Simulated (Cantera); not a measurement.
**Thermodynamics of oxide etching and cleaning by halides, feed CuO + HF + N₂**

Input: 1 mol CuO, 1.1 mol HF, 0.35 mol N₂, equilibrated at 1225 K and 0.120 bar.

Method: chemical equilibrium by Gibbs-energy minimisation in Cantera with the NASA 1993 tables (ideal gas, pure condensed phases). Candidate condensed phases: Cu, CuF₂, CuO, Cu(OH)₂, Cu₂O, H₂O; 45 gas species. Rates play no part.

- x(HF) = 0.644
- x(N₂) = 0.206
- x(O₂) = 0.147
- x(H₂O) = 0.00141
- x(CuF) = 0.00102
- x(CuF₂) = 0.000900
- x(NO) = 0.000101
- x(H₂F₂) = 1.04e-6
- n(Cu₂O(s)) = 0.498 mol
- gas amount = 1.700 mol
- log10 activity of CuF₂(l) (absent) = -1.19
- log10 activity of Cu(s) (absent) = -1.26
- log10 activity of Cu(OH)₂(s) (absent) = -7.37
